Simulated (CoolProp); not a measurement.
Vapour pressure (kPa) of dimethyl ether: the reference equation beside estimates from Tc = 400.4 K, pc = 5337 kPa, ω = 0.196.

Model: reference Helmholtz-energy equation of state, Wu 2011, in CoolProp.

```tsv
T (K)	reference	Lee-Kesler	Redlich-Kwong
197.7	___	___	10.12
202.8	8.214	7.920	14.40
208	11.68	11.28	___
213.2	16.28	___	___
218.4	22.28	21.63	37.29
223.5	29.81	29.02	49.09
228.7	39.50	___	63.95
233.9	___	50.51	82.10
```

### Question
Complete the blanks.

### Answer

- 197.7, reference: 5.695
- 197.7, Lee-Kesler: 5.484
- 208, Redlich-Kwong: 20.18
- 213.2, Lee-Kesler: 15.76
- 213.2, Redlich-Kwong: 27.69
- 228.7, Lee-Kesler: 38.56
- 233.9, reference: 51.59

Absolute difference from the reference over all 8 rows, mean and median: Lee-Kesler 3.0 and 3.1 %, Redlich-Kwong 68.6 and 68.7 %.
